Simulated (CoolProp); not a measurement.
Computed with CoolProp (reference Helmholtz-energy equation of state, Gao 2016).

Q: For sulfur dioxide, give the phase and the cv (kJ/(kg K)) at 525 K and 0.35 MPa; 525 K and 11.1 MPa.

A: 
- 525 K and 0.35 MPa: gas; cv 0.610
- 525 K and 11.1 MPa: supercritical; cv 0.695
